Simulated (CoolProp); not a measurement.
The fluid at 200.57 K and 0.0115 MPa is compressed adiabatically to 0.0808 MPa with isentropic efficiency 0.6. The same conditions are run with several fluids, on thermodynamics alone (safety and materials aside).

Model: reference Helmholtz-energy equation of state of each fluid (CH2F2 (R32): Tillner-Roth 1997; propylene: Lemmon 2013; dry air: Lemmon 2000; hydrogen sulfide: Lemmon 2006; C2F6 (R116): Lemmon 2006), in CoolProp. Blends and air are pseudo-pure fits.

| fluid | work (kJ/kg) | final temperature (K) | final density (kg/m³) |
|---|---|---|---|
| CH2F2 (R32) | ? | ? | 1.41 |
| propylene | 149 | 309.6 | 1.33 |
| dry air | 250 | ? | 0.627 |
| hydrogen sulfide | 204 | ? | ? |
| C2F6 (R116) | 42.8 | 266.2 | 5.10 |

### Question
What belongs in the gaps?

### Answer

- CH2F2 (R32), work (kJ/kg): 128
- CH2F2 (R32), final temperature (K): 360.1
- dry air, final temperature (K): 449.1
- hydrogen sulfide, final temperature (K): 403.3
- hydrogen sulfide, final density (kg/m³): 0.823
